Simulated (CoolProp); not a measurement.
Vapour pressure (MPa) of ethanol: the reference equation beside estimates from Tc = 514.7 K, pc = 6.268 MPa, ω = 0.644. Clausius-Clapeyron is anchored at 345 K with a constant enthalpy of vaporisation of 39.62 kJ/mol.

Values from CoolProp's reference Helmholtz-energy equation of state, Schroeder 2014.

```json
[
 {"T (K)": "269.5", "reference": "0.001234", "Clausius-Clapeyron": "0.001622", "van der Waals": "0.2365", "Redlich-Kwong": "0.02624", "Soave-Redlich-Kwong": "0.0009971", "Peng-Robinson": "0.001184"},
 {"T (K)": "284.6", "reference": "0.003457", "Clausius-Clapeyron": "0.004145", "van der Waals": "0.3341", "Redlich-Kwong": "0.05153", "Soave-Redlich-Kwong": "0.003014", "Peng-Robinson": "0.003448"},
 {"T (K)": "299.7", "reference": "0.008619", "Clausius-Clapeyron": "0.009636", "van der Waals": "0.4569", "Redlich-Kwong": "0.09300", "Soave-Redlich-Kwong": "0.007939", "Peng-Robinson": "0.008812"},
 {"T (K)": "314.8", "reference": "0.01946", "Clausius-Clapeyron": "0.02066", "van der Waals": "0.6076", "Redlich-Kwong": "0.1565", "Soave-Redlich-Kwong": "0.01863", "Peng-Robinson": "0.02016"},
 {"T (K)": "329.9", "reference": "0.04035", "Clausius-Clapeyron": "0.04131", "van der Waals": "0.7889", "Redlich-Kwong": "0.2485", "Soave-Redlich-Kwong": "0.03963", "Peng-Robinson": "0.04202"},
 {"T (K)": "345", "reference": "0.07774", "Clausius-Clapeyron": "0.07774", "van der Waals": "1.003", "Redlich-Kwong": "0.3759", "Soave-Redlich-Kwong": "0.07757", "Peng-Robinson": "0.08088"},
 {"T (K)": "360.1", "reference": "0.1405", "Clausius-Clapeyron": "0.1387", "van der Waals": "1.253", "Redlich-Kwong": "0.5456", "Soave-Redlich-Kwong": "0.1414", "Peng-Robinson": "0.1455"},
 {"T (K)": "375.2", "reference": "0.2404", "Clausius-Clapeyron": "0.2363", "van der Waals": "1.540", "Redlich-Kwong": "0.7646", "Soave-Redlich-Kwong": "0.2427", "Peng-Robinson": "0.2469"},
 {"T (K)": "390.3", "reference": "0.3916", "Clausius-Clapeyron": "0.3863", "van der Waals": "1.867", "Redlich-Kwong": "1.040", "Soave-Redlich-Kwong": "0.3953", "Peng-Robinson": "0.3987"},
 {"T (K)": "405.4", "reference": "0.6112", "Clausius-Clapeyron": "0.6087", "van der Waals": "2.235", "Redlich-Kwong": "1.378", "Soave-Redlich-Kwong": "0.6158", "Peng-Robinson": "0.6169"}
]
```

Absolute difference from the reference over all 10 rows, mean and median: Clausius-Clapeyron 7.6 and 2.0 %, van der Waals 4187.3 and 1522.7 %, Redlich-Kwong 679.7 and 449.7 %, Soave-Redlich-Kwong 4.9 and 1.4 %, Peng-Robinson 2.7 and 3.1 %.
